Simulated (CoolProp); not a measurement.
Vapour pressure (MPa) of dimethyl carbonate: the reference equation beside estimates from Tc = 557.0 K, pc = 4.909 MPa, ω = 0.346. Clausius-Clapeyron is anchored at 354.3 K with a constant enthalpy of vaporisation of 34.39 kJ/mol.

Model: reference Helmholtz-energy equation of state, Zhou 2011, in CoolProp.

```json
[
 {"T (K)": "312.9", "reference": "0.01484", "Lee-Kesler": "0.01387", "Clausius-Clapeyron": "[?]", "Redlich-Kwong": "0.04860", "Peng-Robinson": "0.01477"},
 {"T (K)": "323.3", "reference": "0.02341", "Lee-Kesler": "0.02213", "Clausius-Clapeyron": "0.02465", "Redlich-Kwong": "0.07034", "Peng-Robinson": "0.02326"},
 {"T (K)": "333.6", "reference": "0.03557", "Lee-Kesler": "0.03399", "Clausius-Clapeyron": "0.03659", "Redlich-Kwong": "0.09863", "Peng-Robinson": "0.03530"},
 {"T (K)": "344", "reference": "0.05263", "Lee-Kesler": "0.05081", "Clausius-Clapeyron": "0.05323", "Redlich-Kwong": "0.1353", "Peng-Robinson": "0.05222"},
 {"T (K)": "354.3", "reference": "0.07551", "Lee-Kesler": "0.07359", "Clausius-Clapeyron": "0.07551", "Redlich-Kwong": "0.1809", "Peng-Robinson": "0.07496"},
 {"T (K)": "364.7", "reference": "0.1061", "Lee-Kesler": "0.1043", "Clausius-Clapeyron": "0.1053", "Redlich-Kwong": "0.2378", "Peng-Robinson": "[?]"},
 {"T (K)": "375", "reference": "0.1453", "Lee-Kesler": "0.1439", "Clausius-Clapeyron": "0.1439", "Redlich-Kwong": "0.3062", "Peng-Robinson": "0.1446"},
 {"T (K)": "385.3", "reference": "0.1951", "Lee-Kesler": "0.1946", "Clausius-Clapeyron": "0.1932", "Redlich-Kwong": "0.3880", "Peng-Robinson": "0.1945"},
 {"T (K)": "395.7", "reference": "0.2580", "Lee-Kesler": "0.2589", "Clausius-Clapeyron": "0.2562", "Redlich-Kwong": "[?]", "Peng-Robinson": "0.2578"},
 {"T (K)": "406", "reference": "0.3347", "Lee-Kesler": "0.3376", "Clausius-Clapeyron": "0.3340", "Redlich-Kwong": "0.5985", "Peng-Robinson": "0.3354"}
]
```

What belongs in the gaps?


- 312.9, Clausius-Clapeyron: 0.01611
- 364.7, Peng-Robinson: 0.1054
- 395.7, Redlich-Kwong: 0.4856

Absolute difference from the reference over all 10 rows, mean and median: Lee-Kesler 2.7 and 2.1 %, Clausius-Clapeyron 2.1 and 1.0 %, Redlich-Kwong 140.3 and 131.8 %, Peng-Robinson 0.5 and 0.6 %.
